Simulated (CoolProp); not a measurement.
Vapour-liquid equilibrium of R1234yf (1) + R1234ze(E) (2) at -52.75 °C; x and y are mole fractions of (1).

Model: multi-fluid Helmholtz-energy mixture model, Lemmon 2022 and Thol 2016; pair parameters Bell 2022, in CoolProp.

```json
[
 {"x": "0.05", "bubble pressure (MPa)": "0.01857", "y at the bubble point": "0.092", "dew pressure at overall composition x (MPa)": "0.01817", "liquid density (mol/L)": "12.10"},
 {"x": "0.2", "bubble pressure (MPa)": "0.02092", "y at the bubble point": "0.317", "dew pressure at overall composition x (MPa)": "0.01964", "liquid density (mol/L)": "12.03"},
 {"x": "0.35", "bubble pressure (MPa)": "0.02310", "y at the bubble point": "0.493", "dew pressure at overall composition x (MPa)": "0.02130", "liquid density (mol/L)": "11.96"},
 {"x": "0.5", "bubble pressure (MPa)": "0.02518", "y at the bubble point": "0.638", "dew pressure at overall composition x (MPa)": "0.02319", "liquid density (mol/L)": "11.88"},
 {"x": "0.65", "bubble pressure (MPa)": "0.02723", "y at the bubble point": "0.764", "dew pressure at overall composition x (MPa)": "0.02536", "liquid density (mol/L)": "11.81"},
 {"x": "0.8", "bubble pressure (MPa)": "0.02928", "y at the bubble point": "0.873", "dew pressure at overall composition x (MPa)": "0.02788", "liquid density (mol/L)": "11.73"},
 {"x": "0.95", "bubble pressure (MPa)": "0.03133", "y at the bubble point": "0.970", "dew pressure at overall composition x (MPa)": "0.03088", "liquid density (mol/L)": "11.65"}
]
```

No azeotrope shows between x = 0.05 and 0.95.

The pair parameters rest on a limited set of measurements; away from them the model extrapolates.
